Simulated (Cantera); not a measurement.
Mixture: CH₄ : CO : O₂ : N₂ = 1 : 0.059 : 1.07 : 4.02 (molar parts), at 0.720 bar, adiabatic and at constant volume. Ignition delay is the time to a rise of 400 K.

Detailed kinetics in Cantera: GRI-Mech 3.0 (53 species, 325 reactions).

Question: What does this change do: 0.021 parts C2H6 added?

Answer: 
| quantity | before | after |
|---|---|---|
| delay at 1150 K | 0.187 s | 94.0 ms |
| delay at 1225 K | 60.0 ms | 32.3 ms |
| delay at 1300 K | 21.0 ms | 11.5 ms |
| delay at 1375 K | 7.93 ms | 4.30 ms |
| delay at 1450 K | 3.24 ms | 1.71 ms |
| delay at 1525 K | 1.44 ms | 0.741 ms |
| apparent activation energy between 1375 and 1525 K | 200 kJ/mol | 200 kJ/mol |
